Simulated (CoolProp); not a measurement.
The numbers come from the reference Helmholtz-energy equation of state, Span 2003 in CoolProp. It is a short technical equation, of lower accuracy than the large ones.

### Question
For n-heptane, give the phase and the cp (kJ/(kg K)), speed of sound (m/s), viscosity (µPa s) at 440.3 K and 934 kPa; 460.3 K and 934 kPa; 520.2 K and 934 kPa.

### Answer
- 440.3 K and 934 kPa: liquid; cp 2.92, speed of sound 569, viscosity 117
- 460.3 K and 934 kPa: liquid; cp 3.07, speed of sound 481, viscosity 99.1
- 520.2 K and 934 kPa: gas; cp 2.75, speed of sound 180, viscosity 10.8

Viscosity comes from a separate model (Michailidou 2014).
